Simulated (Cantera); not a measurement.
An isothermal, constant-pressure homogeneous reactor starts with N2O : O2 = 1 : 1.8 (molar parts), at 1150 K and 0.620 bar.

Model: GRI-Mech 3.0 (53 species, 325 reactions), integrated in Cantera. GRI-Mech 3.0 was tuned for natural gas; its chemistry of N2O as a main component is partial and can be far from experiment. The mechanism lacks the step 2 NO + O2 → 2 NO2, which can matter for NO2 below about 1400 K. The temperature is held fixed by assumption; the heat of reaction is taken as removed at once.

Question: Predict: x(N2O) at 4.00 s; x(O2) at 4.00 s; x(N2) at 4.00 s; x(O) at 4.00 s; x(NO) at 4.00 s.

Answer: 
```json
{
  "x(N2O) at 4.00 s": "0.198 (gas-phase equilibrium 5.27e-9)",
  "x(O2) at 4.00 s": "0.661 (gas-phase equilibrium 0.697)",
  "x(N2) at 4.00 s": "0.129 (gas-phase equilibrium 0.303)",
  "x(O) at 4.00 s": "6.17e-7 (gas-phase equilibrium 8.87e-9)",
  "x(NO) at 4.00 s": "0.0108 (gas-phase equilibrium 0.000149)"
}
```
